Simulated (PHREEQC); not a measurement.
Solution (3 °C): 17 mmol/kgw H3PO4 and 0.2 mmol/kgw NH3. Closed to the air; pH follows from the charge balance.

The numbers come from PHREEQC with the ion-association model, wateq4f.dat.

This is a speciation only: nothing precipitates in the calculation.

Q: What pH, ionic strength does the model give?

A: pH 2.08; ionic strength 0.00925 mol/kgw.

Q: In which forms is P present?

A: H2PO4- 54 %, H3PO4 46 % of the P.

Species that the database lacks are ignored. H3PO4, which wateq4f.dat lacks, is added to it with the constant of phreeqc.dat. At this temperature some constants are extrapolated from 25 °C, and those without enthalpy data are left unchanged.
